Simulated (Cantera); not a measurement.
Gas mixture: H2 : C2H6 : NH3 = 0.86 : 0.8 : 0.82 (molar parts), at 9.87 atm, frozen composition.

Cantera's kinetic-theory transport with the Lennard-Jones parameters of GRI-Mech 3.0, ideal gas; thermal conductivity in the mixture-averaged form. Polar gases are described roughly by these parameters. The composition is frozen, though it would react at the higher temperatures.

D: mixture-averaged diffusion coefficient of that species in the mixture.

| T (K) | ρ (kg/m³) | cp (J/kg/K) | μ (µPa s) | λ (mW/m/K) | Pr | D (cm²/s) OH | D (cm²/s) NH3 | D (cm²/s) H2O |
|---|---|---|---|---|---|---|---|---|
| 400 | 4.82 | 2742 | ? | 80.5 | 0.458 | 0.0628 | 0.0448 | 0.0422 |
| 550 | 3.51 | 3219 | ? | 114 | 0.506 | 0.110 | 0.0821 | 0.0791 |
| 700 | 2.75 | 3636 | ? | 148 | 0.538 | 0.167 | 0.128 | 0.126 |
| 850 | 2.27 | 3978 | ? | 183 | 0.559 | 0.232 | 0.182 | 0.181 |
| 1000 | 1.93 | 4287 | ? | 217 | 0.575 | 0.306 | 0.242 | 0.244 |
| 1150 | 1.68 | 4543 | ? | 252 | 0.585 | 0.387 | 0.310 | 0.315 |
| 1300 | 1.48 | 4762 | 35.5 | 285 | 0.592 | 0.476 | 0.383 | 0.392 |
| 1450 | 1.33 | 4949 | 38.4 | 318 | 0.597 | 0.571 | 0.462 | 0.476 |
| 1600 | 1.21 | 5108 | 41.2 | 351 | 0.600 | 0.673 | 0.547 | 0.565 |

**Question.** What belongs in the gaps?

**Answer.** 
- 400, μ (µPa s): 13.4
- 550, μ (µPa s): 17.9
- 700, μ (µPa s): 21.9
- 850, μ (µPa s): 25.7
- 1000, μ (µPa s): 29.1
- 1150, μ (µPa s): 32.4
